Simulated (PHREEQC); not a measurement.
Solution (25 °C): 32 mmol/kgw NaHSO4, 11 mmol/kgw NaOH and 0.75 mmol/kgw H2SO4. Closed to the air; pH follows from the charge balance.

Computed with PHREEQC (ion-association model, phreeqc.dat).

The ionic strength comes out as 0.0739 mol/kgw. What activity coefficients do HSO4-, Na+, NaSO4-, H+, SO4-2 get?

HSO4- 0.80, Na+ 0.80, NaSO4- 0.81, H+ 0.84, SO4-2 0.41.

No solid was allowed to form. Species that the database lacks are ignored.
